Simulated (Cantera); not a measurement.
Feed: 1 mol SiH4, 0.11 mol CH4, 430 mol H2, at 4.00 mbar.

These are equilibrium values from Cantera (NASA tables, ideal gas, pure condensed phases), not measurements of a reactor. Candidate condensed phases: C, C6H6, C7H8, C8H18, Si, SiC; 87 gas species. Mutual solubility and eutectic melting of coexisting phases are not modelled. Gases not in the tables: Si2H6 and higher silanes. Equilibrium is a limit: real reactors are often held back by kinetics, nucleation or transport. All values below are at 1425 °C.

Base state: H2 0.998, H 0.00228, Si 0.000164, SiH 1.62e-5, SiH2 1.39e-5 (mole fractions); condensed: Si(l) + SiC(s).

Question: What changes in the equilibrium state with this change: pressure from 4.00 mbar to 0.170 bar?

Answer: 
```tsv
species	before	after
H2	0.998	1.000
H	0.00228	0.000351
SiH2	1.39e-5	1.40e-5
Si	0.000164	3.86e-6
SiH	1.62e-5	2.48e-6
Si(l), mol	0.805	0.882
SiC(s), mol	0.110	0.109
```

Question: What changes in the equilibrium state with this change: SiH4 replaced by CH3SiH3?

Answer: 
```csv
species,before,after
H2,0.998,0.998
H,0.00228,0.00228
C2H2 (acetylene),1.55e-8,7.19e-5
Si,0.000164,2.41e-6
SiH,1.62e-5,2.37e-7
SiH2,1.39e-5,2.05e-7
"Si(l), mol",0.805,0
"SiC(s), mol",0.110,0.999
"C(graphite), mol",0,0.0469
```
The feed counts by its element totals alone.
